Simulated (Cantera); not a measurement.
Charge: 1 mol Si, 3 mol HCl, 5.7 mol N₂, held at 730 Pa.

These are equilibrium values from Cantera (NASA tables, ideal gas, pure condensed phases), not measurements of a reactor. Candidate condensed phases: NH₄Cl, Si, Si₃N₄; 28 gas species. N₂ is the only nitrogen source here; it is nearly inert below about 1500 K, so the nitride shown seldom forms there in practice. Kinetics and transport are ignored.

Task: What share of the Si ends up in condensed phases as a function of T (K), at 875, 950, 1025, 1100, 1175, 1250, 1325, 1400, 1475, 1550, 1625, 1700?

Result: 
```
T (K)  Si condensed (%)        as
-----  ----------------  --------
875                67.2  Si₃N₄(s)
950                69.2  Si₃N₄(s)
1025               70.7  Si₃N₄(s)
1100               72.0  Si₃N₄(s)
1175               72.7  Si₃N₄(s)
1250               72.3  Si₃N₄(s)
1325               69.0  Si₃N₄(s)
1400               59.4  Si₃N₄(s)
1475               42.7  Si₃N₄(s)
1550               23.6  Si₃N₄(s)
1625                6.3  Si₃N₄(s)
1700                0.0         -
```
